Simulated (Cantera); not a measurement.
Input (Python, Cantera) and output of one run.

```python
import numpy as np
import cantera as ct

gas_names = [...]  # 110 gases of nasa_gas.yaml made of C, H, O
cond_names = """
    C(gr) C6H6(L) C7H8(L) C8H18(L),n-octa H2O(s) H2O(L)
""".split()


# ... load() reads the species with a 1 bar reference pressure and builds the phases ...
atoms = {
    'C6H6': {'C': 6, 'H': 6},
    'CO2': {'C': 1, 'O': 2},
    'H2': {'H': 2},
}
top_T = {'C(gr)': 4500}  # K; cautious upper limits of use, not melting points


# ... equilibrate(T, P, feed) seeds the gas with the atoms and calls Mixture.equilibrate('TP', solver="vcs", rtol=1e-11, max_steps=5000) ...
results = []
feed = {'C6H6': 1, 'CO2': 0.32, 'H2': 1.6}  # mol
P = 13332.2  # Pa
for T in [2025, 2075, 2125, 2175, 2225, 2275, 2325, 2375, 2425]:
    mix = equilibrate(T, P, feed)
    results.append((T, P, feed, dict(zip(mix.species_names, mix.species_moles))))

top = {s: max(r[3][s] / sum(r[3][g] for g in gas_names) for r in results) for s in gas_names}
cols = sorted((s for s in top if top[s] > 1e-06), key=lambda s: -top[s])[:7]
seen = [c for c in cond_names if any(r[3].get(c, 0) > 1e-12 for r in results)]
print("log10 of partial pressures in bar; condensed amounts in mol")
print(f"{'T/K':>10s}" + "".join(f"{s[:9]:>10s}" for s in cols + seen))
for T, P, feed, n in results:
    ng = sum(n[g] for g in gas_names)
    print(f"{T:10.4g}" + "".join(f"{np.log10(max(n[s] / ng * P / 1e5, 1e-99)):10.3f}" for s in cols)
          + "".join(f"{n.get(c, 0):10.4g}" for c in seen))
```

Output:

```
log10 of partial pressures in bar; condensed amounts in mol
       T/K        H2        CO         H C2H2,acet       CH4       C2H      C4H2     C(gr)
      2025    -0.934    -1.789    -3.183    -3.978    -5.269    -7.917    -7.416     5.671
      2075    -0.935    -1.790    -3.042    -3.842    -5.326    -7.570    -7.142     5.668
      2125    -0.937    -1.790    -2.908    -3.713    -5.381    -7.239    -6.880     5.664
      2175    -0.938    -1.791    -2.781    -3.590    -5.433    -6.923    -6.632     5.659
      2225    -0.941    -1.792    -2.659    -3.473    -5.485    -6.622    -6.395     5.653
      2275    -0.943    -1.793    -2.543    -3.363    -5.535    -6.335    -6.170     5.645
      2325    -0.947    -1.794    -2.432    -3.258    -5.584    -6.061    -5.956     5.636
      2375    -0.951    -1.796    -2.326    -3.158    -5.633    -5.799    -5.751     5.624
      2425    -0.956    -1.798    -2.225    -3.064    -5.682    -5.548    -5.557      5.61
```

These are equilibrium values from Cantera (NASA tables, ideal gas, pure condensed phases), not measurements of a reactor.
